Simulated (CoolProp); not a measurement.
Vapour-liquid equilibrium of propylene (1) + R134a (2) at 0.475 MPa; x and y are mole fractions of (1).

Values from CoolProp's multi-fluid Helmholtz-energy mixture model, Lemmon 2013 and Tillner-Roth 1994; pair parameters Bell 2016.

| x | bubble temperature (°C) | y at the bubble point | dew temperature at overall composition x (°C) | liquid density (mol/L) |
|---|---|---|---|---|
| 0.05 | 9.7 | 0.161 | 12.8 | 12.33 |
| 0.2 | 0.8 | 0.450 | 8.6 | 12.54 |
| 0.35 | ___ | 0.587 | ___ | 12.64 |
| 0.5 | -6.2 | 0.667 | -0.9 | ___ |
| 0.65 | -7.5 | 0.732 | -5.7 | 12.82 |
| 0.8 | -8.1 | ___ | -8.1 | 12.97 |
| 0.95 | -7.5 | 0.933 | -7.3 | 13.15 |

**Question.** What belongs in the gaps?

**Answer.** 
- 0.35, bubble temperature (°C): -3.8
- 0.35, dew temperature at overall composition x (°C): 4.1
- 0.5, liquid density (mol/L): 12.72
- 0.8, y at the bubble point: 0.808

y crosses x between x = 0.8 and 0.95: the model has an azeotrope there.

The pair parameters rest on a limited set of measurements; away from them the model extrapolates.
